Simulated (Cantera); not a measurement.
Predominance diagram of Na at 1025 K against the partial pressures of O₂ and S₂ (log10, bar). Standard-state values (1 bar) from the NASA 1993 polynomials, evaluated with Cantera. Candidates: Na(l), Na₂O(s), Na₂S(s), Na₂SO₄(s). Only these pure phases compete in this equilibrium. Not in the tables: pyrosulfates.

```
log p(S₂) \ log p(O₂)
        columns: -33, -30.5, -27.9, -25.4, -22.8, -20.3, -17.8, -15.2, -12.7, -10.2, -7.6, -5.1, -2.5, 0
      1  A A A A A A A A A A A A A A
   -0.6  B B B B B B B C A A A A A A
   -2.1  B B B B B B B C C A A A A A
   -3.7  B B B B B B B C C A A A A A
   -5.2  B B B B B B B C C A A A A A
   -6.8  B B B B B B B C C A A A A A
   -8.3  B B B B B B B C C C A A A A
   -9.9  B B B B B B B C C C A A A A
  -11.4  B B B B B B B C C C A A A A
    -13  B B B B B B B C C C C A A A
```

A: out of reach (another gas would pass 10 bar, or a non-metal would condense); B: Na₂S(s); C: Na₂SO₄(s).
